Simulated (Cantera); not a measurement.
Input (Python, Cantera):

```python
import numpy as np
import cantera as ct

gas = ct.Solution("gri30.yaml")
gas.TPX = 500, 1900000, {'CO': 1, 'H2': 0.62, 'CH4': 0.076, 'O2': 1.34, 'N2': 5.02}
inlet = ct.Reservoir(gas, clone=True)
gas.equilibrate("HP")  # start burning
reactor = ct.IdealGasConstPressureReactor(gas, energy="on", clone=False)
exhaust = ct.Reservoir(gas, clone=True)
tau = [0.045, 0.02, 0.0086, 0.0038, 0.0017, 0.00072, 0.00032, 0.00014, 6e-05, 2.6e-05, 1.2e-05][0]
for a, b in ((inlet, reactor), (reactor, exhaust)):
    ct.MassFlowController(a, b, mdot=lambda t: reactor.mass / tau)
net = ct.ReactorNet([reactor])
show = ['CO', 'H2', 'CH4', 'N2O', 'CH2']

rows = []
print(f"{'tau/s':>10s}{'T/K':>9s}" + "".join(f"{s:>11s}" for s in show))
for tau in [0.045, 0.02, 0.0086, 0.0038, 0.0017, 0.00072, 0.00032, 0.00014, 6e-05, 2.6e-05, 1.2e-05]:
    net.initial_time = 0.0
    net.advance(30 * tau)
    before = gas.X
    net.advance(40 * tau)
    drift = np.max(np.abs(gas.X - before) / (gas.X + 1e-9))
    rows.append([gas.T, *gas[show].X, drift])
    print(f"{tau:10.3e}{gas.T:9.1f}" + "".join(f"{x:11.3e}" for x in gas[show].X))
```

It prints:

```
     tau/s      T/K         CO         H2        CH4        N2O        CH2
 4.500e-02   2247.6  1.313e-03  1.704e-04  9.632e-08  1.456e-06  1.109e-09
 2.000e-02   2249.6  1.391e-03  1.775e-04  2.112e-07  1.484e-06  2.494e-09
 8.600e-03   2250.5  1.554e-03  1.919e-04  4.737e-07  1.538e-06  5.761e-09
 3.800e-03   2249.0  1.879e-03  2.204e-04  1.017e-06  1.640e-06  1.280e-08
 1.700e-03   2244.1  2.522e-03  2.770e-04  2.080e-06  1.834e-06  2.750e-08
 7.200e-04   2233.0  3.847e-03  3.948e-04  4.219e-06  2.196e-06  5.990e-08
 3.200e-04   2214.0  6.073e-03  5.943e-04  7.813e-06  2.659e-06  1.188e-07
 1.400e-04   2182.1  9.826e-03  9.282e-04  1.430e-05  3.066e-06  2.253e-07
 6.000e-05   2130.0  1.602e-02  1.462e-03  2.707e-05  3.179e-06  4.068e-07
 2.600e-05   2048.3  2.596e-02  2.258e-03  5.493e-05  2.954e-06  6.814e-07
 1.200e-05   1915.6  4.285e-02  3.508e-03  1.325e-04  2.501e-06  1.027e-06
```

Computed with Cantera and GRI-Mech 3.0 (53 species, 325 reactions). The pressure lies above the range GRI-Mech 3.0 was tuned for (to about 10 atm).
